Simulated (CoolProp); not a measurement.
Vapour-liquid equilibrium of n-pentane (1) + the fluoroketone C6F12O (FK-5-1-12) (2) at 362 kPa; x and y are mole fractions of (1).

Values from CoolProp's multi-fluid Helmholtz-energy mixture model, Thol 2019 and McLinden 2015; pair parameters Bell 2016.

```csv
x,bubble temperature (°C),y at the bubble point,dew temperature at overall composition x (°C),liquid density (mol/L)
0.05,…,0.130,90.1,4.478
0.15,80.6,…,86.9,4.740
0.25,75.7,0.465,83.5,5.000
0.35,72.8,0.547,80.0,…
0.45,71.3,0.597,76.3,5.540
0.55,…,0.631,72.7,5.848
0.65,70.3,0.657,70.4,6.200
0.75,70.5,0.688,71.8,6.605
0.85,71.6,0.742,…,7.064
0.95,75.2,0.869,77.7,7.558
```

Q: What belongs in the gaps?

A: 
- 0.05, bubble temperature (°C): 87.5
- 0.15, y at the bubble point: 0.333
- 0.35, liquid density (mol/L): 5.262
- 0.55, bubble temperature (°C): 70.6
- 0.85, dew temperature at overall composition x (°C): 74.6

y crosses x between x = 0.65 and 0.75: the model has an azeotrope there.

The pair parameters rest on a limited set of measurements; away from them the model extrapolates.
